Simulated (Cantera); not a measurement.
**Pyrogenic steam for wet oxidation**

A perfectly stirred reactor is fed with 22.4 % H₂, 17.2 % O₂, 60.3 % N₂, at 0.133 bar; it is held at 950 K, and followed from long to short residence time.

Model: the H2/O2 subset of GRI-Mech 3.0, which has no nitrogen chemistry, integrated in Cantera. Radical loss at walls, strong at low pressure, is not modelled. The temperature is held fixed by assumption; the heat of reaction is taken as removed at once.

| τ (s) | x H₂ | x O₂ | x HO₂ | x H₂O | x O | x OH | x H₂O₂ |
|---|---|---|---|---|---|---|---|
| 0.34 | 0.00437 | 0.0699 | 1.79e-5 | 0.247 | 8.79e-5 | 9.48e-5 | 1.32e-6 |
| 0.18 | 0.00599 | 0.0707 | 1.93e-5 | 0.245 | 0.000131 | 0.000129 | 1.24e-6 |
| 0.096 | 0.00817 | 0.0717 | 2.07e-5 | 0.243 | 0.000192 | 0.000174 | 1.18e-6 |
| 0.051 | 0.0112 | 0.0731 | 2.19e-5 | 0.239 | 0.000279 | 0.000235 | 1.16e-6 |
| 0.027 | 0.0153 | 0.0750 | 2.30e-5 | 0.234 | 0.000401 | 0.000316 | 1.15e-6 |
| 0.014 | 0.0211 | 0.0778 | 2.40e-5 | 0.227 | 0.000578 | 0.000426 | 1.14e-6 |
| 0.0076 | 0.0284 | 0.0813 | 2.50e-5 | 0.218 | 0.000806 | 0.000555 | 1.14e-6 |
| 0.0040 | 0.0387 | 0.0864 | 2.59e-5 | 0.204 | 0.00113 | 0.000721 | 1.12e-6 |
| 0.0021 | 0.0525 | 0.0932 | 2.66e-5 | 0.186 | 0.00156 | 0.000914 | 1.08e-6 |
| 0.0011 | 0.0706 | 0.102 | 2.70e-5 | 0.162 | 0.00209 | 0.00112 | 1.00e-6 |
| 0.00060 | 0.0924 | 0.113 | 2.69e-5 | 0.133 | 0.00263 | 0.00128 | 8.88e-7 |
x: mole fraction; the columns are a selection and need not sum to one.
